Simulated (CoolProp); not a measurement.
Dimethyl carbonate along the isotherm 146.15 °C: fugacity coefficient from the reference equation and from simpler models built on Tc = 283.9 °C, pc = 4.909 MPa, ω = 0.346; each cubic takes its own stable root.

Values from CoolProp's reference Helmholtz-energy equation of state, Zhou 2011.

```json
[
 {"p (MPa)": "0.944", "phase": "liquid", "reference": "0.4534"},
 {"p (MPa)": "1.89", "phase": "liquid", "reference": "0.2328"},
 {"p (MPa)": "2.83", "phase": "liquid", "reference": "0.1597"},
 {"p (MPa)": "3.78", "phase": "liquid", "reference": "0.1229"},
 {"p (MPa)": "4.72", "phase": "liquid", "reference": "0.1011"},
 {"p (MPa)": "5.66", "phase": "liquid", "reference": "0.08664"},
 {"p (MPa)": "6.61", "phase": "liquid", "reference": "0.07623"},
 {"p (MPa)": "7.55", "phase": "liquid", "reference": "0.06856"},
 {"p (MPa)": "8.5", "phase": "liquid", "reference": "0.06256"},
 {"p (MPa)": "9.44", "phase": "liquid", "reference": "0.05786"},
 {"p (MPa)": "10.4", "phase": "liquid", "reference": "0.05397"},
 {"p (MPa)": "11.3", "phase": "liquid", "reference": "0.05095"},
 {"p (MPa)": "12.3", "phase": "liquid", "reference": "0.04815"}
]
```

How far does each simpler model (van der Waals, Redlich-Kwong, Soave-Redlich-Kwong, Peng-Robinson) lie from the reference over these 13 states: mean and median of the absolute difference, and the worst?


- van der Waals: mean 194.6 %, median 200.0 %, worst +232.3 % at 146.15 °C and 12.3 MPa
- Redlich-Kwong: mean 64.6 %, median 64.6 %, worst +69.1 % at 146.15 °C and 12.3 MPa
- Soave-Redlich-Kwong: mean 3.5 %, median 3.5 %, worst +5.4 % at 146.15 °C and 12.3 MPa
- Peng-Robinson: mean 0.1 %, median 0.1 %, worst -0.3 % at 146.15 °C and 12.3 MPa

At some of these states van der Waals gives the other phase, because its saturation line lies elsewhere.
